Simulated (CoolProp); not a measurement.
Vapour-liquid equilibrium of propylene (1) + R142b (2) at 307.9 K; x and y are mole fractions of (1).

Values from CoolProp's multi-fluid Helmholtz-energy mixture model, Lemmon 2013 and Lemmon 2006; pair parameters Bell 2016.

Question: Give the bubble pressure and the first vapour's composition at x = 0.725, 0.8, 0.875. Is there an azeotrope?

Answer: x = 0.725: 1.201 MPa, y = 0.860; x = 0.8: 1.271 MPa, y = 0.899; x = 0.875: 1.341 MPa, y = 0.936. No azeotrope shows between x = 0.05 and 0.95.

Pair parameters are fitted to limited data, so mixtures are less certain than the pure fluids.
